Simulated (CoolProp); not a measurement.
Properties of fluoroethane (R161) along the isotherm 299.2 K.

Values from CoolProp's reference Helmholtz-energy equation of state, Wu 2012.

```tsv
p (bar)	phase	density (kg/m³)	cv (kJ/(kg K))	speed of sound (m/s)	expansivity (1/kK)
0.158	gas	0.3060	1.069	244.8	3.369
0.239	gas	0.4634	1.070	244.6	3.382
0.36	gas	0.6993	1.071	244.3	3.403
0.543	gas	1.058	1.072	243.8	3.435
0.819	gas	1.602	1.074	243.1	3.484
1.24	gas	2.442	1.077	242.0	3.561
1.86	gas	3.699	1.082	240.3	3.681
2.81	gas	5.677	1.090	237.6	3.880
4.24	gas	8.784	1.103	233.4	4.223
6.4	gas	13.83	1.124	226.7	4.871
14.6	liquid	710.6	1.458	677.5	3.088
22	liquid	713.1	1.458	689.9	2.995
33.1	liquid	716.6	1.457	707.6	2.870
50	liquid	721.6	1.456	732.7	2.707
```
